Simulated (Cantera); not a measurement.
Cantera run:

```python
import numpy as np
import cantera as ct

gas_names = """
    HCN SiH3 C2H2,acetylene CH4
""".split()
cond_names = """
    Si3N4(a)
""".split()


def load(file, names, dense=False):
    # The tables refer to 1 bar. Condensed volumes are neglected.
    table = {s.name: s for s in ct.Species.list_from_file(file)}
    out = []
    for n in names:
        d = dict(table[n].input_data)
        d["thermo"] = dict(d["thermo"], **{"reference-pressure": 1e5})
        if dense:
            d["equation-of-state"] = {"model": "constant-volume", "density": "1e6 g/cm^3"}
        out.append(ct.Species.from_dict(d))
    return out


species = {s.name: s for s in load("nasa_gas.yaml", gas_names) + load("nasa_condensed.yaml", cond_names)}
# Each term lists the table entries of one substance; the one whose range holds T is used.
reactions = {
    '8 HCN(g) + 6 SiH3(g) = 2 Si3N4 + C2H2(g) + 6 CH4(g)':
        [(-8, ['HCN']), (-6, ['SiH3']), (2, ['Si3N4(a)']), (1, ['C2H2,acetylene']), (6, ['CH4'])],
}


def pick(names, T):
    return next(species[n] for n in names if species[n].thermo.min_temp <= T <= species[n].thermo.max_temp)


results = []
for label, terms in reactions.items():
    print(label)
    print("     T/K   dH/kJ  dS/(J/K)   dG/kJ   log10 K")
    for T in [1075, 1225, 1375, 1525, 1675, 1825, 1975, 2125]:
        used = [(nu, pick(names, T)) for nu, names in terms]
        dH = sum(nu * s.thermo.h(T) for nu, s in used) / 1e6
        dS = sum(nu * s.thermo.s(T) for nu, s in used) / 1e3
        dG = dH - T * dS / 1e3
        logK = -dG * 1e6 / (ct.gas_constant * T * np.log(10))
        results.append((label, T, dH, dS, dG, logK, [s.name for _, s in used]))
        print(f"{T:8g} {dH:8.1f} {dS:8.1f} {dG:8.1f} {logK:8.2f}")
```

Output:

```
8 HCN(g) + 6 SiH3(g) = 2 Si3N4 + C2H2(g) + 6 CH4(g)
     T/K   dH/kJ  dS/(J/K)   dG/kJ   log10 K
    1075  -4067.1  -1418.1  -2542.7   123.55
    1225  -4061.1  -1412.9  -2330.3    99.36
    1375  -4052.1  -1406.0  -2118.9    80.49
    1525  -4040.7  -1398.1  -1908.6    65.37
    1675  -4027.2  -1389.7  -1699.5    53.00
    1825  -4012.0  -1381.0  -1491.7    42.69
    1975  -3995.3  -1372.2  -1285.2    33.99
    2125  -3977.3  -1363.4  -1080.0    26.55
```

Standard-state values (1 bar) from the NASA 1993 polynomials, evaluated with Cantera. Condensed species are held in their standard states even where they would react or evaporate.
